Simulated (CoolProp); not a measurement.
Vapour-liquid equilibrium of n-decane (1) + n-dodecane (2) at 361.8 K; x and y are mole fractions of (1).

Model: multi-fluid Helmholtz-energy mixture model, Lemmon 2006 and Lemmon 2004; pair parameters Bell 2016, in CoolProp.

```
x     bubble pressure, mixture model (kPa)  bubble pressure, Raoult's law (kPa)  y, mixture model  y, Raoult's law
----  ------------------------------------  -----------------------------------  ----------------  ---------------
0.05                                     …                                1.400             0.210            0.214
0.15                                 1.875                                1.882             0.475            0.477
0.25                                 2.368                                2.365             0.634            0.632
0.35                                     …                                2.847                 …            0.735
0.45                                     …                                3.329                 …            0.809
0.55                                 3.844                                3.812             0.864            0.863
0.65                                 4.325                                4.294             0.906            0.906
0.75                                     …                                4.776             0.939            0.939
0.85                                     …                                5.259             0.966            0.967
0.95                                     …                                5.741             0.989            0.990
```

Task: Complete the blanks.

Result: 
- 0.05, bubble pressure, mixture model (kPa): 1.393
- 0.35, bubble pressure, mixture model (kPa): 2.864
- 0.35, y, mixture model: 0.738
- 0.45, bubble pressure, mixture model (kPa): 3.357
- 0.45, y, mixture model: 0.811
- 0.75, bubble pressure, mixture model (kPa): 4.799
- 0.85, bubble pressure, mixture model (kPa): 5.271
- 0.95, bubble pressure, mixture model (kPa): 5.744

The largest gap from Raoult's law is +0.8 % in bubble pressure, at x = 0.55. No azeotrope shows between x = 0.05 and 0.95.

Pair parameters are fitted to limited data, so mixtures are less certain than the pure fluids. The gap from Raoult's law changes sign with composition, which may be real or a fault of the pair parameters; it wasn't checked against measurements.
